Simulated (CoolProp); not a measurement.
Vapour-liquid equilibrium of benzene (1) + cyclohexane (2) at 419.4 K; x and y are mole fractions of (1).

Values from CoolProp's multi-fluid Helmholtz-energy mixture model, Thol 2012 and Zhou 2014; pair parameters Bell 2016.

**Question.** Give the bubble pressure and the first vapour's composition at x = 0.5, 0.65, 0.95. Is there an azeotrope?

**Answer.** x = 0.5: 0.5665 MPa, y = 0.514; x = 0.65: 0.5680 MPa, y = 0.645; x = 0.95: 0.5469 MPa, y = 0.939. y crosses x between x = 0.5 and 0.65: the model has an azeotrope there.

The pair parameters rest on a limited set of measurements; away from them the model extrapolates.
